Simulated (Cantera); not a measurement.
A closed system holds: 1 mol Fe3O4, 0.57 mol CH4, 0.51 mol H2, at 1.20 mbar.

Cantera equilibrium calculation (NASA polynomials, part measured and part estimated; ideal gas, pure solids and liquids). Candidate condensed phases: C, C6H6, C7H8, C8H18, Fe, Fe(CO)5, FeO, Fe(OH)2, Fe(OH)3, Fe2O3, Fe3O4, H2O; 114 gas species. Each liquid is taken as pure. Mutual solubility and eutectic melting of coexisting phases are not modelled. The tables' stoichiometric FeO is somewhat more stable than real wüstite, so its field is too wide. FeO: taken at fixed stoichiometry. Equilibrium is a limit: real reactors are often held back by kinetics, nucleation or transport.

### Question
What share of the Fe ends up in condensed phases as a function of T (K), at 1498, 1548, 1598, 1648, 1698, 1748, 1798, 1848, 1898, 1948, 1998, 2048, 2098?

### Answer
| T (K) | Fe condensed (%) | as |
|---|---|---|
| 1498 | 100.0 | Fe(γ) + FeO(s) |
| 1548 | 100.0 | Fe(γ) + FeO(s) |
| 1598 | 99.9 | Fe(γ) + FeO(s) |
| 1648 | 99.8 | Fe(γ) + FeO(s) |
| 1698 | 99.6 | Fe(δ) + FeO(l) |
| 1748 | 99.1 | Fe(δ) + FeO(l) |
| 1798 | 98.2 | Fe(δ) + FeO(l) |
| 1848 | 96.3 | Fe(l) + FeO(l) |
| 1898 | 93.4 | FeO(l) |
| 1948 | 90.0 | FeO(l) |
| 1998 | 85.6 | FeO(l) |
| 2048 | 80.3 | FeO(l) |
| 2098 | 74.2 | FeO(l) |
